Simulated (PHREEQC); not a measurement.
HF is added in steps, without added water, to 1 kg of water holding 3.7 mmol/kgw AgNO3, 4.9 mmol/kgw K2HPO4 and 5.5 mmol/kgw AgF, at 25 °C. Oxygen alone is held at its pressure in air (log pO2 = -0.68). The system is closed to CO2. Solids allowed: Ag2O, Ag3PO4. Others were left out.

Base run: PHREEQC, ion-association model, wateq4f.dat. Each further column changes one thing. The table gives pH.

```tsv
HF added (mol)	base	diluted 5-fold with water	K2HPO4 from 0.0049 to 0.00735 mol/kgw	no solid may form
0	6.34	7.33	6.88	9.16
0.0042	5.43	3.21	5.73	6.26
0.0078	3.74	2.95	4.60	3.74
0.012	3.37	2.79	3.63	3.37
0.0162	3.18	2.69	3.36	3.18
0.0198	3.07	2.63	3.22	3.07
0.024	2.98	2.57	3.11	2.98
```

H3PO4, which wateq4f.dat lacks, is added to it with the constant of phreeqc.dat. The database has no phosphate complexes of Ag. wateq4f.dat counts part of the HF as a dimer, H2F2, which phreeqc.dat doesn't know; its constant is uncertain. In at least one series the solution becomes supersaturated in solids that the run did not let form, among them Ag2O, Ag3PO4.
